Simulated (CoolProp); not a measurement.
Aqueous magnesium chloride as a coolant, at 2 °C, 1 atm.

Computed with CoolProp (Melinder's fits for secondary coolants).

```
mass %  freezing point (°C)  density (kg/m³)  Prandtl number  viscosity (mPa s)  conductivity (W/(m K))
------  -------------------  ---------------  --------------  -----------------  ----------------------
4.9                    -2.9             1043            14.3               2.04                   0.556
7.8                    -5.5             1069            15.5               2.30                     ___
10.6                   -9.1             1094             ___               2.70                   0.542
13.5                  -13.9             1120             ___               3.18                   0.535
16.4                  -19.7             1147            22.2               3.62                   0.527
19.2                  -26.4             1174            25.4               4.26                   0.520
22.1                  -35.8             1204            39.7                ___                   0.510
25                    -50.2              ___             ___               25.9                   0.494
27.8                  -72.7             1284            2990                ___                   0.466
```

### Question
Fill in the missing entries.

### Answer

- 7.8, conductivity (W/(m K)): 0.550
- 10.6, Prandtl number: 17.6
- 13.5, Prandtl number: 20.1
- 22.1, viscosity (mPa s): 6.82
- 25, density (kg/m³): 1240
- 25, Prandtl number: 149
- 27.8, viscosity (mPa s): 511
